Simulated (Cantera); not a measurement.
Cantera run:

```python
import numpy as np
import cantera as ct

gas_names = [...]  # 151 gases of nasa_gas.yaml made of C, H, N, O, Si
cond_names = """
    C(gr) C6H6(L) C7H8(L) C8H18(L),n-octa H2O(s) H2O(L) Si(cr) Si(L) SiC(b) SiO2(Lqz) SiO2(hqz) SiO2(L)
    Si2N2O(s) Si3N4(a)
""".split()


# ... load() reads the species with a 1 bar reference pressure and builds the phases ...
atoms = {
    'SiC': {'Si': 1, 'C': 1},
    'H2O': {'H': 2, 'O': 1},
    'N2': {'N': 2},
}
top_T = {'C(gr)': 4500, 'SiC(b)': 3050, 'Si2N2O(s)': 2100, 'Si3N4(a)': 2400}  # K; cautious upper limits of use, not melting points


# ... equilibrate(T, P, feed) seeds the gas with the atoms and calls Mixture.equilibrate('TP', solver="vcs", rtol=1e-11, max_steps=5000) ...
results = []
feed = {'SiC': 1, 'H2O': 0.7, 'N2': 90}  # mol
T = 1898.15  # K
for P in [0.1, 1, 10, 100, 1000, 10000, 100000, 1000000]:
    mix = equilibrate(T, P, feed)
    results.append((T, P, feed, dict(zip(mix.species_names, mix.species_moles))))

top = {s: max(r[3][s] / sum(r[3][g] for g in gas_names) for r in results) for s in gas_names}
cols = sorted((s for s in top if top[s] > 1e-06), key=lambda s: -top[s])[:5]
seen = [c for c in cond_names if any(r[3].get(c, 0) > 1e-12 for r in results)]
print("log10 of partial pressures in bar; condensed amounts in mol")
print(f"{'P/Pa':>10s}" + "".join(f"{s[:9]:>10s}" for s in cols + seen))
for T, P, feed, n in results:
    ng = sum(n[g] for g in gas_names)
    print(f"{P:10.4g}" + "".join(f"{np.log10(max(n[s] / ng * P / 1e5, 1e-99)):10.3f}" for s in cols)
          + "".join(f"{n.get(c, 0):10.4g}" for c in seen))
```

Output:

```
log10 of partial pressures in bar; condensed amounts in mol
      P/Pa        N2         H        Si        H2        CO     C(gr)    SiC(b) Si2N2O(s)  Si3N4(a)
       0.1    -6.015    -7.848    -7.980    -9.482    -8.124    0.2204         0         0         0
         1    -5.014    -6.966    -6.983    -7.719    -7.124    0.2042         0         0         0
        10    -4.011    -6.271    -6.120    -6.329    -6.129         0    0.2505         0         0
       100    -3.009    -5.698    -5.479    -5.183    -5.261         0    0.4803         0         0
      1000    -2.007    -5.176    -5.301    -4.138    -4.391         0    0.6203         0         0
     1e+04    -1.007    -4.669    -5.273    -3.124    -3.417         0    0.6434         0         0
     1e+05    -0.007    -4.168    -5.837    -2.124    -2.185         0    0.3815   0.06179    0.1501
     1e+06     0.994    -3.675    -6.504    -1.137    -1.345    0.5127         0    0.2889      0.14
```

These are equilibrium values from Cantera (NASA tables, ideal gas, pure condensed phases), not measurements of a reactor. Mutual solubility and eutectic melting of coexisting phases are not modelled. The tables' values for SiN are old estimates; treat these amounts as uncertain.
